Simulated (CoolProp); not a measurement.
The fluid at 444.86 K and 0.247 MPa flows at 0.15 m/s in a round tube of 25 mm bore and 15 µm roughness, fully developed (64/Re and Nu = 3.66 if laminar; Colebrook and Gnielinski if turbulent). The same conditions are run with several fluids, on thermodynamics alone (safety and materials aside).

Values from CoolProp's reference Helmholtz-energy equation of state of each fluid (nitrogen: Span 2000; ethane: Bücker 2006; R124: de Vries 1995).

| fluid | Reynolds number | Darcy friction factor | pressure drop (Pa/m) | heat-transfer coefficient (W/(m² K)) | mass flow (kg/h) |
|---|---|---|---|---|---|
| nitrogen | 292 | 0.219 | 0.184 | 5.23 | (withheld) |
| ethane | (withheld) | (withheld) | 0.103 | 6.40 | 0.535 |
| R124 | 1820 | 0.0353 | 0.147 | 3.84 | (withheld) |

Task: Fill in the missing entries.

Result: 
- nitrogen, mass flow (kg/h): 0.495
- ethane, Reynolds number: 564
- ethane, Darcy friction factor: 0.114
- R124, mass flow (kg/h): 2.45

Transport values come from each fluid's own correlations; those of R124 are estimates that may be off by 10 % or more.
